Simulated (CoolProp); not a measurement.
C2F6 (R116) along the isobar 27.8 bar: Z from the reference equation and from simpler models built on Tc = 19.9 °C, pc = 30.48 bar, ω = 0.257; each cubic takes its own stable root.

Model: reference Helmholtz-energy equation of state, Lemmon 2006, in CoolProp. It is a short technical equation, of lower accuracy than the large ones.

```csv
T (°C),phase,reference
-73.55,liquid,0.1447
-64.85,liquid,0.1421
-56.15,liquid,0.1400
-47.45,liquid,0.1384
-38.75,liquid,0.1374
-30.05,liquid,0.1371
-21.35,liquid,0.1376
-12.65,liquid,0.1392
-3.95,liquid,0.1423
4.65,liquid,0.1483
13.35,liquid,0.1630
22.05,gas,0.5621
30.75,gas,0.6432
39.45,gas,0.6967
48.15,gas,0.7371
```

Task: How far does each simpler model (van der Waals, Soave-Redlich-Kwong, Peng-Robinson) lie from the reference over these 15 states: mean and median of the absolute difference, and the worst?

Result: 
- van der Waals: mean 50.8 %, median 54.4 %, worst +203.5 % at 13.35 °C and 27.8 bar
- Soave-Redlich-Kwong: mean 6.6 %, median 5.1 %, worst +21.5 % at 13.35 °C and 27.8 bar
- Peng-Robinson: mean 5.0 %, median 4.8 %, worst +8.9 % at 13.35 °C and 27.8 bar
